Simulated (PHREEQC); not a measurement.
Solution (20 °C): 1.9 mmol/kgw HNO3, 0.6 mmol/kgw ZnSO4 and 0.066 mmol/kgw MnSO4. Closed to the air; pH follows from the charge balance.

Computed with PHREEQC (ion-association model, wateq4f.dat).

No solid was allowed to form.

Task: Order these S species by the share of S that they hold, largest first: HSO4-, ZnSO4, MnSO4, SO4-2.

Result: SO4-2 (83 %), HSO4- (10 %), ZnSO4 (6.1 %), MnSO4 (0.49 %)

The pH is 2.77 and the ionic strength 0.00425 mol/kgw.
